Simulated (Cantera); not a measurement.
Cantera run:

```python
import numpy as np
import cantera as ct

gas_names = """
    AL ALCL ALCL2 ALCL3 ALN AL2 AL2CL6 CL CL2 N N2
""".split()
cond_names = """
    AL(cr) AL(L) ALCL3(s) ALCL3(L) ALN(s)
""".split()


# ... load() reads the species with a 1 bar reference pressure and builds the phases ...
atoms = {
    'AlCl3': {'AL': 1, 'CL': 3},
    'N2': {'N': 2},
}
top_T = {'ALN(s)': 2750}  # K; cautious upper limits of use, not melting points


# ... equilibrate(T, P, feed) seeds the gas with the atoms and calls Mixture.equilibrate('TP', solver="vcs", rtol=1e-11, max_steps=5000) ...
results = []
feed = {'AlCl3': 1, 'N2': 36}  # mol
T = 1423  # K
P = 330  # Pa
mix = equilibrate(T, P, feed)
results.append((T, P, feed, dict(zip(mix.species_names, mix.species_moles))))
print(gas.report(threshold=1e-06))
for i in range(1, mix.n_phases):
    print(f"{mix.phase(i).name:16s} {mix.phase_moles(i):12.5e} mol")
```

Output:

```
       temperature   1423 K
          pressure   330 Pa
           density   0.00086057 kg/m^3
  mean mol. weight   30.854 kg/kmol
   phase of matter   gas

                          1 kg             1 kmol
                     ---------------   ---------------
          enthalpy        6.9563e+05        2.1463e+07  J
   internal energy        3.1216e+05        9.6313e+06  J
           entropy            9526.5        2.9393e+05  J/K
    Gibbs function       -1.2861e+07        -3.968e+08  J
 heat capacity c_p            1160.2             35796  J/K
 heat capacity c_v             890.7             27481  J/K

                      mass frac. Y      mole frac. X     chem. pot. / RT
                     ---------------   ---------------   ---------------
              ALCL        2.7475e-05        1.3578e-05           -52.068
             ALCL2        0.00058927        0.00018575           -77.939
             ALCL3           0.11591          0.026822           -103.81
                CL        0.00024432        0.00021264           -25.871
                N2           0.88323           0.97277           -31.593
     [   +6 minor]         3.366e-07        1.3458e-07

AL(L)             0.00000e+00 mol
ALCL3(L)          0.00000e+00 mol
ALN(s)            0.00000e+00 mol
```

These are equilibrium values from Cantera (NASA tables, ideal gas, pure condensed phases), not measurements of a reactor. The tables' values for AlCl2 are old estimates; treat these amounts as uncertain.
